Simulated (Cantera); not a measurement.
Charge: 1 mol Si, 0.036 mol CO2, 3 mol N2, equilibrated at 1825 °C and 5.60 mbar.

Method: chemical equilibrium by Gibbs-energy minimisation in Cantera with the NASA 1993 tables (ideal gas, pure condensed phases). Candidate condensed phases: C, Si, SiC, SiO2, Si2N2O, Si3N4; 34 gas species. Mutual solubility and eutectic melting of coexisting phases are not modelled. The tables' values for SiN are old estimates; treat these amounts as uncertain. Rates play no part.

Base state: N2 0.952, Si 0.0234, SiO 0.0150, CO 0.00781, Si2C 0.000949, Si2N 0.000427, SiN 0.000355, Si2 0.000303 (mole fractions); condensed: Si(l) + SiC(s).

Problem. What changes in the equilibrium state with this change: CO2 from 0.036 to 0.4 mol?

Solution. 
```json
[
 {"species": "N2", "before": "0.952", "after": "0.769"},
 {"species": "SiO", "before": "0.0150", "after": "0.135"},
 {"species": "CO", "before": "0.00781", "after": "0.0701"},
 {"species": "Si", "before": "0.0234", "after": "0.0234"},
 {"species": "Si2N", "before": "0.000427", "after": "0.000384"},
 {"species": "SiN", "before": "0.000355", "after": "0.000319"},
 {"species": "Si3", "before": "6.20e-5", "after": "6.20e-5"},
 {"species": "Si2C", "before": "0.000949", "after": "0.000949"},
 {"species": "Si(l), mol", "before": "0.858", "after": "0.245"},
 {"species": "SiC(s), mol", "before": "0.00834", "after": "0.123"}
]
```
